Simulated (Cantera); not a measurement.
A closed system holds: 1 mol Si, 2.7 mol Br2, at 1448 K and 0.380 bar.

These are equilibrium values from Cantera (NASA tables, ideal gas, pure condensed phases), not measurements of a reactor. Candidate condensed phases: Br2, Si; 9 gas species. The tables' values for SiBr3 are old estimates; treat these amounts as uncertain. Equilibrium is a limit: real reactors are often held back by kinetics, nucleation or transport.

Base state: SiBr4 0.531, Br2 0.277, Br 0.192, SiBr3 0.000501, SiBr2 1.07e-5 (mole fractions); condensed: gas only.

Question: What changes in the equilibrium state with this change: temperature from 1448 K to 525 K?

Answer: 
```
species    before    after
-------  --------  -------
SiBr4       0.531    0.588
Br2         0.277    0.412
Br          0.192  1.49e-7
SiBr3    0.000501    <1e-9
SiBr2     1.07e-5    <1e-9
```
